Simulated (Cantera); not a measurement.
A closed system holds: 1 mol Si₂Cl₆, a varied amount of NH₃, 23 mol H₂, held at 925 °C and 1000 Pa.

Cantera equilibrium calculation (NASA polynomials, part measured and part estimated; ideal gas, pure solids and liquids). Candidate condensed phases: NH₄Cl, Si, Si₃N₄; 28 gas species. The feed counts by its element totals alone. The tables' values for SiCl₃ are old estimates; treat these amounts as uncertain. Rates play no part.

Question: At 7.2 mol NH₃, list the 4 most abundant gas species with their mole fractions, and the condensed phases.

Answer: H₂ 0.789, HCl 0.152, N₂ 0.0583, SiCl₄ 0.000195. Condensed: Si₃N₄(s).
